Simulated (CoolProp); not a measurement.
Computed with CoolProp (reference Helmholtz-energy equation of state, Thol 2015).

**Question.** For octamethylcyclotetrasiloxane (D4), give the phase and the cv (kJ/(kg K)), expansivity (1/kK) at 320.8 K and 9.45 bar; 393.7 K and 9.45 bar; 502.9 K and 9.45 bar.

**Answer.** 
- 320.8 K and 9.45 bar: liquid; cv 1.42, expansivity 1.23
- 393.7 K and 9.45 bar: liquid; cv 1.58, expansivity 1.45
- 502.9 K and 9.45 bar: liquid; cv 1.84, expansivity 2.50
